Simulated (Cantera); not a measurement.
A closed system holds: 1 mol Al₂O₃, 0.49 mol H₂O, at 1375 K and 1.00 bar.

Cantera equilibrium calculation (NASA polynomials, part measured and part estimated; ideal gas, pure solids and liquids). Candidate condensed phases: Al, Al₂O₃, H₂O; 19 gas species. Gases not in the tables: Al(OH)₃. Kinetics and transport are ignored.

Base state: H₂O 1.000, H₂ 5.86e-5, O₂ 2.73e-5 (mole fractions); condensed: Al₂O₃(s).

What changes in the equilibrium state with this change: Al₂O₃ replaced by Fe₃O₄?


```tsv
species	before	after
H₂O	1.000	1.000
H₂	5.86e-5	5.85e-5
O₂	2.73e-5	2.73e-5
Al₂O₃(s), mol	1.00	0
Fe₃O₄(s), mol	0	1.00
```
Further candidate phases: Fe, FeO, Fe(OH)₂, Fe(OH)₃, Fe₂O₃, Fe₃O₄.
